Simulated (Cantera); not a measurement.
Charge: 1 mol SiH2Cl2, 0.11 mol Cl2, 16 mol N2, at 0.0240 bar.

Cantera equilibrium calculation (NASA polynomials, part measured and part estimated; ideal gas, pure solids and liquids). Candidate condensed phases: NH4Cl, Si, Si3N4; 28 gas species. N2 is the only nitrogen source here; it is nearly inert below about 1500 K, so the nitride shown seldom forms there in practice. The tables' values for SiCl3 are old estimates; treat these amounts as uncertain. Equilibrium is a limit: real reactors are often held back by kinetics, nucleation or transport.

Q: At 1225 K, list the 4 most abundant gas species with their mole fractions, and the condensed phases.

A: N2 0.889, HCl 0.0846, H2 0.0152, SiCl4 0.0102. Condensed: Si3N4(s).
